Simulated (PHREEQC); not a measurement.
Make-up at 25 °C: 44 mmol/kgw CsOH, 0.032 mmol/kgw CO2, 74 mmol/kgw Na2CO3 and 43 mmol/kgw Na2SO4. Closed to the air; pH follows from the charge balance.

Computed with PHREEQC (ion-association model, wateq4f.dat).

No solid was allowed to form.

**Question.** What pH, activity of water, ionic strength does the model give?

**Answer.** pH 12.47; activity of water 0.993; ionic strength 0.306 mol/kgw.

**Question.** In which forms is C present?

**Answer.** CO3-2 51 %, NaCO3- 49 % of the C.
